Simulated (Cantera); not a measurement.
## Hydrocarbon pyrolysis for carbon deposition

A perfectly stirred reactor is fed with 37.0 % C3H8, 63.0 % H2, at 0.000360 bar; it is held at 1973 K, and followed from long to short residence time.

Detailed kinetics in Cantera: GRI-Mech 3.0 (53 species, 325 reactions). GRI-Mech 3.0 was tuned for natural gas; its chemistry of propane as a main component is partial and can be far from experiment. GRI-Mech 3.0 stops at C3 and has no aromatics, soot or wall deposition, so with more carbon than oxygen in the feed, carbon stays in small species such as C2H2 where larger ones or solid carbon would form. Radical loss at walls, strong at low pressure, is not modelled.

```json
[
 {"τ (s)": "7.7", "x C3H8": "1.64e-5", "x H2": "0.716", "x C2H4": "0.000296", "x CH4": "0.0167", "x C2H": "4.43e-5"},
 {"τ (s)": "3.0", "x C3H8": "4.31e-5", "x H2": "0.706", "x C2H4": "0.000752", "x CH4": "0.0280", "x C2H": "4.32e-5"},
 {"τ (s)": "1.2", "x C3H8": "0.000108", "x H2": "0.691", "x C2H4": "0.00178", "x CH4": "0.0436", "x C2H": "4.39e-5"},
 {"τ (s)": "0.48", "x C3H8": "0.000270", "x H2": "0.671", "x C2H4": "0.00406", "x CH4": "0.0645", "x C2H": "4.54e-5"},
 {"τ (s)": "0.19", "x C3H8": "0.000682", "x H2": "0.643", "x C2H4": "0.00901", "x CH4": "0.0912", "x C2H": "4.69e-5"},
 {"τ (s)": "0.075", "x C3H8": "0.00174", "x H2": "0.608", "x C2H4": "0.0192", "x CH4": "0.122", "x C2H": "4.72e-5"},
 {"τ (s)": "0.030", "x C3H8": "0.00442", "x H2": "0.569", "x C2H4": "0.0382", "x CH4": "0.150", "x C2H": "4.42e-5"},
 {"τ (s)": "0.012", "x C3H8": "0.0114", "x H2": "0.530", "x C2H4": "0.0687", "x CH4": "0.167", "x C2H": "3.50e-5"},
 {"τ (s)": "0.0046", "x C3H8": "0.0316", "x H2": "0.500", "x C2H4": "0.105", "x CH4": "0.156", "x C2H": "1.83e-5"},
 {"τ (s)": "0.0018", "x C3H8": "0.0836", "x H2": "0.506", "x C2H4": "0.110", "x CH4": "0.107", "x C2H": "4.17e-6"},
 {"τ (s)": "0.00073", "x C3H8": "0.178", "x H2": "0.548", "x C2H4": "0.0659", "x CH4": "0.0460", "x C2H": "3.24e-7"}
]
```
x: mole fraction; the columns are a selection and need not sum to one.
